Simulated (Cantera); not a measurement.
A Cantera script and what it prints.

```python
import numpy as np
import cantera as ct

gas_names = """
    F F2 H HF H2 H2F2 H3F3 H4F4 H5F5 H6F6 H7F7 N NF NF2 NF3 NH NH2 NH3 N2 N2H2 N2H4 Si SiF SiF2 SiF3
    SiF4 SiH SiHF3 SiH2 SiH2F2 SiH3 SiH3F SiH4 SiN Si2 Si2N Si3
""".split()
cond_names = """
    Si(cr) Si(L) Si3N4(a)
""".split()


# ... load() reads the species with a 1 bar reference pressure and builds the phases ...
atoms = {
    'Si3N4': {'Si': 3, 'N': 4},
    'NF3': {'N': 1, 'F': 3},
    'H2': {'H': 2},
}
top_T = {'Si3N4(a)': 2400}  # K; cautious upper limits of use, not melting points


# ... equilibrate(T, P, feed) seeds the gas with the atoms and calls Mixture.equilibrate('TP', solver="vcs", rtol=1e-11, max_steps=5000) ...
results = []
feed = {'Si3N4': 1, 'NF3': 16, 'H2': 3.6}  # mol
T = 700  # K
P = 18  # Pa
mix = equilibrate(T, P, feed)
results.append((T, P, feed, dict(zip(mix.species_names, mix.species_moles))))
x = sorted(zip(gas.X, gas.species_names), reverse=True)
print(f"T = {T:g} K  P = {P:g} Pa  gas = {mix.phase_moles(0):.4g} mol")
print("   x: " + "  ".join(f"{s} {v:.3e}" for v, s in x if v > 1e-06))
print("   condensed (mol): " + ("  ".join(f"{mix.phase(i).name} {mix.phase_moles(i):.4g}"
      for i in range(1, mix.n_phases) if mix.phase_moles(i) > 1e-12) or "none"))
```

It prints:

```
T = 700 K  P = 18 Pa  gas = 35.5 mol
   x: F2 3.628e-01  N2 2.782e-01  HF 2.028e-01  SiF4 8.451e-02  F 6.467e-02  NF3 7.008e-03
   condensed (mol): none
```

Cantera equilibrium calculation (NASA polynomials, part measured and part estimated; ideal gas, pure solids and liquids).
